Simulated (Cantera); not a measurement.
An isothermal, constant-pressure homogeneous reactor starts with CH4 : H2 : CO2 = 0.025 : 1 : 0.0087 (molar parts), at 1625 K and 17000 Pa.

Computed with Cantera and GRI-Mech 3.0 (53 species, 325 reactions). GRI-Mech 3.0 stops at C3 and has no aromatics, soot or wall deposition, so with more carbon than oxygen in the feed, carbon stays in small species such as C2H2 where larger ones or solid carbon would form.

x: mole fraction; the columns are a selection and need not sum to one.

```tsv
t (s)	x CH4	x H2	x CO2	x CH2O	x HO2	x C2H2	x CO
2.00e-6	0.0242	0.967	0.00842	<1e-12	<1e-12	<1e-12	2.86e-11
7.87e-6	0.0242	0.967	0.00842	<1e-12	<1e-12	<1e-12	4.85e-10
3.10e-5	0.0242	0.967	0.00842	<1e-12	<1e-12	<1e-12	8.18e-9
0.000122	0.0242	0.967	0.00842	1.35e-12	<1e-12	<1e-12	1.31e-7
0.000479	0.0242	0.967	0.00841	7.74e-11	<1e-12	3.52e-11	2.04e-6
0.00189	0.0242	0.967	0.00839	2.32e-9	<1e-12	1.77e-8	3.09e-5
0.00742	0.0241	0.967	0.00805	8.05e-9	<1e-12	6.25e-6	0.000369
0.0292	0.0238	0.965	0.00639	7.84e-9	<1e-12	0.000128	0.00202
0.115	0.0227	0.962	0.00256	5.19e-9	<1e-12	0.000638	0.00584
0.452	[?]	0.961	[?]	[?]	<1e-12	[?]	0.00830
1.78	0.0122	0.965	2.29e-5	2.23e-9	<1e-12	0.00570	0.00838
7.00	[?]	0.969	2.25e-5	[?]	<1e-12	[?]	0.00874
```

**Question.** Complete the blanks.

**Answer.** 
- 0.452, x CH4: 0.0193
- 0.452, x CO2: 9.02e-5
- 0.452, x CH2O: 3.22e-9
- 0.452, x C2H2: 0.00228
- 7.00, x CH4: 0.00573
- 7.00, x CH2O: 1.36e-9
- 7.00, x C2H2: 0.00862
